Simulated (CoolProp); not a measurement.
Vapour-liquid equilibrium of dimethyl carbonate (1) + cyclohexane (2) at 21.6 bar; x and y are mole fractions of (1).

Model: multi-fluid Helmholtz-energy mixture model, Zhou 2011 and Zhou 2014; pair parameters Bell 2016, in CoolProp.

| x | bubble temperature, mixture model (K) | bubble temperature, Raoult's law (K) | y, mixture model | y, Raoult's law |
|---|---|---|---|---|
| 0.05 | ___ | 504.8 | 0.083 | 0.053 |
| 0.15 | 494.5 | 504.4 | 0.214 | 0.157 |
| 0.25 | ___ | 504.0 | 0.313 | 0.260 |
| 0.35 | 488.7 | 503.6 | 0.394 | 0.362 |
| 0.45 | 487.8 | 503.3 | 0.466 | 0.463 |
| 0.55 | 487.8 | 502.9 | ___ | 0.563 |
| 0.65 | 488.6 | 502.6 | 0.608 | 0.661 |
| 0.75 | 490.5 | 502.3 | 0.690 | 0.759 |
| 0.85 | 493.6 | 502.0 | ___ | 0.856 |
| 0.95 | 498.3 | 501.7 | 0.920 | 0.952 |

**Question.** Some entries are withheld; supply them.

**Answer.** 
- 0.05, bubble temperature, mixture model (K): 500.6
- 0.25, bubble temperature, mixture model (K): 490.8
- 0.55, y, mixture model: 0.535
- 0.85, y, mixture model: 0.791

The largest gap from Raoult's law is -15.5 K in bubble temperature, at x = 0.45. y crosses x between x = 0.45 and 0.55: the model has an azeotrope there.

Pair parameters are fitted to limited data, so mixtures are less certain than the pure fluids.
